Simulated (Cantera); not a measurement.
**Silicon oxide and oxynitride deposition: SiCl₄ + O₃ + N₂ + H₂O**

Feed: 1 mol SiCl₄, 0.46 mol O₃, 1 mol N₂, 2.5 mol H₂O, equilibrated at 1623 K.

Cantera equilibrium calculation (NASA polynomials, part measured and part estimated; ideal gas, pure solids and liquids). Candidate condensed phases: H₂O, NH₄Cl, Si, SiO₂, Si₂N₂O, Si₃N₄; 47 gas species. The tables hold silica as quartz up to 1696 K and as liquid above; real silica turns to tridymite and cristobalite and melts near 1996 K. Gases not in the tables: Si(OH)₄. Rates play no part.

```csv
P (Pa),x HCl,x N₂,x H₂O,x Cl,x O₂,x Cl₂,n SiO₂(β-quartz)
5,0.480,0.155,0.147,0.142,0.0710,6.40e-5,1.000
15,0.506,0.156,0.137,0.120,0.0772,0.000137,1.000
45,0.529,0.157,0.128,0.100,0.0827,0.000288,1.000
140,0.549,0.158,0.120,0.0824,0.0877,0.000601,1.000
410,0.566,0.159,0.114,0.0674,0.0916,0.00118,1.00
1200,0.579,0.159,0.109,0.0544,0.0948,0.00225,1.00
3700,0.589,0.160,0.106,0.0427,0.0972,0.00427,1.00
11000,0.595,0.160,0.104,0.0331,0.0984,0.00763,1.00
33000,0.595,0.161,0.106,0.0250,0.0983,0.0130,1.00
100000,0.590,0.162,0.111,0.0182,0.0966,0.0210,1.00
```
x: gas mole fraction; n: condensed amount in mol.

From 5.00 Pa to 1.00 bar the condensed part is SiO₂(β-quartz).
